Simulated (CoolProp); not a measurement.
R236EA along the isotherm 248 K: density (kg/m³) from the reference equation and from simpler models built on Tc = 412.4 K, pc = 34.14 bar, ω = 0.368; each cubic takes its own stable root.

Values from CoolProp's reference Helmholtz-energy equation of state, Rui 2013.

| p (bar) | phase | reference |
|---|---|---|
| 1.31 | liquid | 1575 |
| 2.63 | liquid | 1575 |
| 3.94 | liquid | 1575 |
| 5.25 | liquid | 1576 |
| 6.56 | liquid | 1576 |
| 7.88 | liquid | 1576 |
| 9.19 | liquid | 1577 |
| 10.5 | liquid | 1577 |
| 11.8 | liquid | 1577 |
| 13.1 | liquid | 1577 |
| 14.4 | liquid | 1578 |
| 15.8 | liquid | 1578 |
| 17.1 | liquid | 1578 |

Q: How far does each simpler model (van der Waals, Redlich-Kwong, Soave-Redlich-Kwong, Peng-Robinson) lie from the reference over these 13 states: mean and median of the absolute difference, and the worst?

A: 
- van der Waals: mean 49.5 %, median 40.6 %, worst -99.4 % at 248 K and 1.31 bar
- Redlich-Kwong: mean 12.7 %, median 12.7 %, worst -12.9 % at 248 K and 1.31 bar
- Soave-Redlich-Kwong: mean 8.7 %, median 8.7 %, worst -8.8 % at 248 K and 1.31 bar
- Peng-Robinson: mean 2.9 %, median 2.9 %, worst +3.0 % at 248 K and 17.1 bar

At some of these states van der Waals gives the other phase, because its saturation line lies elsewhere.
